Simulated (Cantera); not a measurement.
Dilute partial oxidation

A perfectly stirred reactor is fed with CH3OH : O2 : N2 = 0.0037 : 0.005 : 0.3 (molar parts), at 1.00 bar; it is held at 1525 K, and followed from long to short residence time.

Detailed kinetics in Cantera: GRI-Mech 3.0 (53 species, 325 reactions). GRI-Mech 3.0 was tuned for natural gas; its chemistry of methanol as a main component is partial and can be far from experiment.

```csv
τ (s),x CH3OH,x O2,x CH2O,x C2H2,x CO,x HCO,x H
15,7.14e-8,7.80e-6,5.26e-8,1.99e-12,0.00194,3.39e-10,5.32e-5
2.8,1.73e-7,2.89e-5,1.27e-7,4.39e-12,0.00196,1.33e-9,0.000117
0.51,4.37e-7,0.000108,3.22e-7,1.60e-11,0.00205,6.04e-9,0.000252
0.092,1.15e-6,0.000344,8.39e-7,8.00e-11,0.00231,2.91e-8,0.000529
0.017,3.17e-6,0.000846,2.26e-6,4.94e-10,0.00289,1.36e-7,0.00104
0.0031,1.04e-5,0.00174,7.15e-6,3.65e-9,0.00410,6.30e-7,0.00174
0.00056,5.00e-5,0.00358,3.44e-5,3.36e-8,0.00676,3.24e-6,0.00193
```
x: mole fraction; the columns are a selection and need not sum to one.
